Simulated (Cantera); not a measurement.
A perfectly stirred reactor is fed with 12.8 % CH4, 87.2 % N2, at 0.0267 bar; it is held at 1900 K, and followed from long to short residence time.

Model: GRI-Mech 3.0 (53 species, 325 reactions), integrated in Cantera. GRI-Mech 3.0 stops at C3 and has no aromatics, soot or wall deposition, so with more carbon than oxygen in the feed, carbon stays in small species such as C2H2 where larger ones or solid carbon would form. Radical loss at walls, strong at low pressure, is not modelled.

### Question
Predict: x(CH4) at τ = 1.80 s; x(C2H2) at τ = 1.80 s; x(H) at τ = 1.80 s; x(HCN) at τ = 1.80 s; x(C2H) at τ = 1.80 s; x(CH4) at τ = 57.0 ms; x(C2H2) at τ = 57.0 ms; x(H) at τ = 57.0 ms; x(HCN) at τ = 57.0 ms; x(C2H) at τ = 57.0 ms.

### Answer
x(CH4) at τ = 1.80 s: 0.00351
x(C2H2) at τ = 1.80 s: 0.0548
x(H) at τ = 1.80 s: 0.00103
x(HCN) at τ = 1.80 s: 0.000365
x(C2H) at τ = 1.80 s: 4.45e-6
x(CH4) at τ = 57.0 ms: 0.0335
x(C2H2) at τ = 57.0 ms: 0.0400
x(H) at τ = 57.0 ms: 0.000439
x(HCN) at τ = 57.0 ms: 1.11e-5
x(C2H) at τ = 57.0 ms: 1.87e-6
